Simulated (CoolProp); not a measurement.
Saturation properties of R152A.

Values from CoolProp's reference Helmholtz-energy equation of state, Outcalt 1996. It is a modified Benedict-Webb-Rubin equation, recast in Helmholtz form.

```csv
T (K),p (kPa),vapour density (kg/m³),enthalpy of vaporisation (kJ/kg),liquid viscosity (µPa s),vapour viscosity (µPa s),liquid conductivity (mW/(m K))
269.7,232.8,7.413,310.6,226,10.1,114
277.4,306.7,9.653,302.7,206,10.4,110
285,396.2,12.36,294.6,188,10.7,107
292.6,504.3,15.65,286.0,172,11.0,104
300.3,635.3,19.67,276.7,157,11.3,100
307.9,788.4,24.44,267.0,144,11.6,96.8
315.5,967.7,30.16,256.7,132,12.0,93.5
323.1,1176,37.01,245.5,120,12.4,90.3
330.8,1419,45.35,233.3,110,12.8,87.0
338.4,1695,55.29,220.1,100,13.2,83.8
346,2009,67.40,205.6,91.2,13.8,80.6
353.7,2370,82.61,189.0,82.6,14.4,77.3
```

It boils at 249.1 K under 1 atm.

Viscosity comes from a separate model (Bell 2016), an estimate that may be off by 10 % or more. Thermal conductivity comes from a separate model (Krauss 1996).
